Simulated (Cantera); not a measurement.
A perfectly stirred reactor is fed with 37.1 % H2, 13.2 % O2, 49.7 % N2, at 0.681 atm; it is adiabatic with a 675 K inlet, and is followed from long to short residence time, starting on the burning branch (τ in s: 0.37, 0.16, 0.07, 0.03, 0.013, 0.0058, 0.0025, 0.0011, 0.00047, 0.00021, 9e-05).

Model: the H2/O2 subset of GRI-Mech 3.0, which has no nitrogen chemistry, integrated in Cantera.

One state of this run: T (K) = 2462; x H2 = 0.119; x O2 = 0.000749; x O = 0.000690; x H2O = 0.291; x H2O2 = 5.11e-8; x OH = 0.00775. x: mole fraction; the columns are a selection and need not sum to one.

Which value of τ (s) does it belong to?
A) 0.013
B) 0.0025
C) 0.16
D) 0.0058

A, 0.013
